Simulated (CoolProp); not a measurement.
Saturation properties of hydrogen sulfide (Tc = 373.1 K, pc = 89.99 bar, ω = 0.101).

The numbers come from the reference Helmholtz-energy equation of state, Lemmon 2006 in CoolProp. It is a short technical equation, of lower accuracy than the large ones.

```json
[
 {"T (K)": "264", "p (bar)": "7.816", "vapour density (kg/m³)": "13.41", "enthalpy of vaporisation (kJ/kg)": "477.8", "surface tension (mN/m)": "17.8", "vapour viscosity (µPa s)": "10.0"},
 {"T (K)": "270.8", "p (bar)": "9.630", "vapour density (kg/m³)": "16.37", "enthalpy of vaporisation (kJ/kg)": "466.8", "surface tension (mN/m)": "16.5", "vapour viscosity (µPa s)": "10.3"},
 {"T (K)": "277.6", "p (bar)": "11.74", "vapour density (kg/m³)": "19.82", "enthalpy of vaporisation (kJ/kg)": "455.2", "surface tension (mN/m)": "15.2", "vapour viscosity (µPa s)": "10.5"},
 {"T (K)": "284.5", "p (bar)": "14.21", "vapour density (kg/m³)": "23.87", "enthalpy of vaporisation (kJ/kg)": "442.8", "surface tension (mN/m)": "13.8", "vapour viscosity (µPa s)": "10.7"},
 {"T (K)": "291.3", "p (bar)": "16.99", "vapour density (kg/m³)": "28.50", "enthalpy of vaporisation (kJ/kg)": "429.8", "surface tension (mN/m)": "12.6", "vapour viscosity (µPa s)": "11.0"},
 {"T (K)": "298.1", "p (bar)": "20.15", "vapour density (kg/m³)": "33.85", "enthalpy of vaporisation (kJ/kg)": "415.9", "surface tension (mN/m)": "11.3", "vapour viscosity (µPa s)": "11.3"},
 {"T (K)": "305", "p (bar)": "23.77", "vapour density (kg/m³)": "40.11", "enthalpy of vaporisation (kJ/kg)": "400.8", "surface tension (mN/m)": "10.1", "vapour viscosity (µPa s)": "11.6"},
 {"T (K)": "311.8", "p (bar)": "27.78", "vapour density (kg/m³)": "47.25", "enthalpy of vaporisation (kJ/kg)": "384.7", "surface tension (mN/m)": "8.87", "vapour viscosity (µPa s)": "12.0"},
 {"T (K)": "318.6", "p (bar)": "32.25", "vapour density (kg/m³)": "55.53", "enthalpy of vaporisation (kJ/kg)": "367.3", "surface tension (mN/m)": "7.70", "vapour viscosity (µPa s)": "12.4"},
 {"T (K)": "325.5", "p (bar)": "37.30", "vapour density (kg/m³)": "65.35", "enthalpy of vaporisation (kJ/kg)": "348.1", "surface tension (mN/m)": "6.54", "vapour viscosity (µPa s)": "12.9"},
 {"T (K)": "332.3", "p (bar)": "42.82", "vapour density (kg/m³)": "76.74", "enthalpy of vaporisation (kJ/kg)": "327.1", "surface tension (mN/m)": "5.43", "vapour viscosity (µPa s)": "13.5"},
 {"T (K)": "339.1", "p (bar)": "48.90", "vapour density (kg/m³)": "90.34", "enthalpy of vaporisation (kJ/kg)": "303.7", "surface tension (mN/m)": "4.36", "vapour viscosity (µPa s)": "14.3"},
 {"T (K)": "346", "p (bar)": "55.71", "vapour density (kg/m³)": "107.2", "enthalpy of vaporisation (kJ/kg)": "276.7", "surface tension (mN/m)": "3.31", "vapour viscosity (µPa s)": "15.2"},
 {"T (K)": "352.8", "p (bar)": "63.09", "vapour density (kg/m³)": "128.2", "enthalpy of vaporisation (kJ/kg)": "245.4", "surface tension (mN/m)": "2.34", "vapour viscosity (µPa s)": "16.5"}
]
```

It boils at 212.9 K under 1 atm.

Viscosity comes from a separate model (Quiñones-Cisneros 2012). Surface tension comes from a separate correlation (Mulero 2012).
